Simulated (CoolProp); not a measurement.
R13 along the isotherm 450 K: density (kg/m³) from the reference equation and from simpler models built on Tc = 303.0 K, pc = 3.973 MPa, ω = 0.175; each cubic takes its own stable root.

Values from CoolProp's reference Helmholtz-energy equation of state, Platzer 1990. This equation is an older, rougher fit.

```
p (MPa)  phase  reference
-------  -----  ---------
0.181      gas      5.072
0.361      gas      10.15
0.542      gas      15.30
0.722      gas      20.46
0.903      gas      25.68
1.08       gas      30.83
1.26       gas      36.10
1.44       gas      41.41
1.63       gas      47.05
1.81       gas      52.44
1.99       gas      57.87
```

Problem. How far does each simpler model (ideal gas, van der Waals, Redlich-Kwong, Soave-Redlich-Kwong, Peng-Robinson) lie from the reference over these 11 states: mean and median of the absolute difference, and the worst?

Solution. 
- ideal gas: mean 2.2 %, median 2.2 %, worst -4.0 % at 450 K and 1.99 MPa
- van der Waals: mean 0.8 %, median 0.8 %, worst +1.6 % at 450 K and 1.99 MPa
- Redlich-Kwong: mean 0.5 %, median 0.5 %, worst +1.0 % at 450 K and 1.99 MPa
- Soave-Redlich-Kwong: mean 0.1 %, median 0.1 %, worst -0.3 % at 450 K and 1.99 MPa
- Peng-Robinson: mean 0.5 %, median 0.5 %, worst +0.9 % at 450 K and 1.99 MPa
